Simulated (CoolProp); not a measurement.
R1234ze(E) along the isotherm 420 K: Z from the reference equation and from simpler models built on Tc = 382.5 K, pc = 3.635 MPa, ω = 0.313; each cubic takes its own stable root.

Model: reference Helmholtz-energy equation of state, Thol 2016, in CoolProp.

```tsv
p (MPa)	phase	reference
0.13	gas	0.9908
0.26	gas	0.9816
0.389	gas	0.9724
0.519	gas	0.9630
0.649	gas	0.9536
0.779	gas	0.9441
0.909	gas	0.9345
1.04	gas	0.9247
1.17	gas	0.9150
1.3	gas	0.9051
1.43	gas	0.8952
1.56	gas	0.8851
1.69	gas	0.8750
1.82	gas	0.8647
```

### Question
How far does each simpler model (Redlich-Kwong, Peng-Robinson) lie from the reference over these 14 states: mean and median of the absolute difference, and the worst?

### Answer
- Redlich-Kwong: mean 0.2 %, median 0.2 %, worst -0.6 % at 420 K and 1.82 MPa
- Peng-Robinson: mean 0.7 %, median 0.7 %, worst -1.3 % at 420 K and 1.82 MPa
